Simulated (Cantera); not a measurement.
A closed system holds: 1 mol C, 0.2 mol CO₂, a varied amount of H₂, held at 0.750 Torr.

Equilibrium computed with Cantera from the NASA thermochemical tables; the gas is ideal and each condensed phase is pure. Candidate condensed phases: C, C₆H₆, C₇H₈, C₈H₁₈, H₂O; 110 gas species. Rates play no part.

Stable condensed phases, one row left out:

```
T in K \ n(H₂) in mol
         1.3 1.8 2.4 3.2 4.3 5.8 7.8  11  14  19  26  35  47
   2600    A   A   A   A   A   A   A   A   A   A   A   B   B
   2450    A   A   A   A   A   A   A   A   A   A   A   A   A
   2300    A   A   A   A   A   A   A   A   A   A   A   A   A
   2150    A   A   A   A   A   A   A   A   A   A   A   A   A
   2000    A   A   A   A   A   A   A   A   A   A   A   A   A
   1850    A   A   A   A   A   A   A   A   A   A   A   A   A
   1700    A   A   A   A   A   A   A   A   A   A   A   A   A
   1550    A   A   A   A   A   A   A   A   A   A   A   A   A
   1400    A   A   A   A   A   A   A   A   A   A   A   A   A
   1250    A   A   A   A   A   A   A   A   A   A   A   A   A
   1100    A   A   A   A   A   A   A   A   A   A   A   A   A
    950    A   A   A   A   A   A   A   A   A   A   A   A   A
    650    A   A   A   A   A   A   A   A   A   A   A   A   B
```

A: C; B: gas only.

### Question
Give the row for 800 K.

### Answer
1.3: C; 1.8: C; 2.4: C; 3.2: C; 4.3: C; 5.8: C; 7.8: C; 11: C; 14: C; 19: C; 26: C; 35: C; 47: C.
